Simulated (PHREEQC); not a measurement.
Metal-bearing waste water (model solution)

Dissolve 0.0046 mol/kgw CuSO4, 0.00037 mol/kgw NiCl2 and 0.0014 mol/kgw NaCl at 10 °C. Closed to the air; pH follows from the charge balance.

Computed with PHREEQC (ion-association model, wateq4f.dat).

- pH = 5.16
- ionic strength = 0.0169 mol/kgw

| species | molality | activity | log γ |
|---|---|---|---|
| Cu+2 | 0.00367 | 0.00228 | -0.207 |
| SO4-2 | 0.00360 | 0.00220 | -0.214 |
| Cl- | 0.00213 | 0.00187 | -0.056 |
| Na+ | 0.00139 | 0.00122 | -0.054 |
| CuSO4 | 0.000915 | 0.000918 | 0.002 |
| Ni+2 | 0.000301 | 0.000182 | -0.219 |
| NiSO4 | 6.78e-5 | 6.81e-5 | 0.002 |
| NaSO4- | 1.38e-5 | 1.22e-5 | -0.053 |
| H+ | 7.73e-6 | 6.94e-6 | -0.047 |
| CuCl+ | 6.03e-6 | 5.31e-6 | -0.055 |
| CuOH+ | 3.73e-6 | 3.29e-6 | -0.055 |
| Cu2(OH)2+2 | 1.63e-6 | 9.85e-7 | -0.219 |
| HSO4- | 1.24e-6 | 1.09e-6 | -0.054 |

No solid was allowed to form. At this temperature some constants are extrapolated from 25 °C, and those without enthalpy data are left unchanged.
